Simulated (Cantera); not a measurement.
A Cantera script and what it prints.

```python
import numpy as np
import cantera as ct

gas_names = """
    H H2 N NH NH2 NH3 N2 N2H2 N2H4 Pb Pb2
""".split()
cond_names = """
    Pb(cr) Pb(L)
""".split()


# ... load() reads the species with a 1 bar reference pressure and builds the phases ...
atoms = {
    'Pb': {'Pb': 1},
    'NH3': {'N': 1, 'H': 3},
    'H2': {'H': 2},
}
top_T = {}  # K; cautious upper limits of use, not melting points


# ... equilibrate(T, P, feed) seeds the gas with the atoms and calls Mixture.equilibrate('TP', solver="vcs", rtol=1e-11, max_steps=5000) ...
results = []
feed = {'Pb': 1, 'NH3': 9.9, 'H2': 8}  # mol
T = 1250  # K
P = 13332.2  # Pa
mix = equilibrate(T, P, feed)
results.append((T, P, feed, dict(zip(mix.species_names, mix.species_moles))))
print(gas.report(threshold=1e-05))
for i in range(1, mix.n_phases):
    print(f"{mix.phase(i).name:16s} {mix.phase_moles(i):12.5e} mol")
```

It prints:

```
       temperature   1250 K
          pressure   13332 Pa
           density   0.011105 kg/m^3
  mean mol. weight   8.657 kg/kmol
   phase of matter   gas

                          1 kg             1 kmol
                     ---------------   ---------------
          enthalpy        3.5225e+06        3.0494e+07  J
   internal energy        2.3219e+06        2.0101e+07  J
           entropy             23739        2.0551e+05  J/K
    Gibbs function       -2.6151e+07       -2.2639e+08  J
 heat capacity c_p            3656.4             31653  J/K
 heat capacity c_v              2696             23339  J/K

                      mass frac. Y      mole frac. X     chem. pot. / RT
                     ---------------   ---------------   ---------------
                H2           0.18949           0.81369           -20.309
                N2           0.57041           0.17627           -29.221
                Pb           0.24006           0.01003           -10.608
     [   +8 minor]         4.165e-05        8.0768e-06

Pb(L)             7.18307e-01 mol
```

Cantera equilibrium calculation (NASA polynomials, part measured and part estimated; ideal gas, pure solids and liquids).
